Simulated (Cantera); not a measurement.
Silicon epitaxy and polysilicon growth: SiH₄ + Cl₂ + H₂ + HCl

Feed: 1 mol SiH₄, 0.028 mol Cl₂, 150 mol H₂, 0.16 mol HCl, equilibrated at 1475 K and 0.120 bar.

These are equilibrium values from Cantera (NASA tables, ideal gas, pure condensed phases), not measurements of a reactor. Candidate condensed phases: Si; 19 gas species. The numbers say what is thermodynamically allowed, not how fast it happens.

| Item | Result |
|---|---|
| x(H₂) | 0.999 |
| x(HCl) | 0.00141 |
| x(H) | 3.74e-5 |
| x(SiCl₂) | 6.24e-6 |
| x(SiH₂) | 1.08e-6 |
| n(Si(s)) | 0.999 mol |
| gas amount | 152.2 mol |
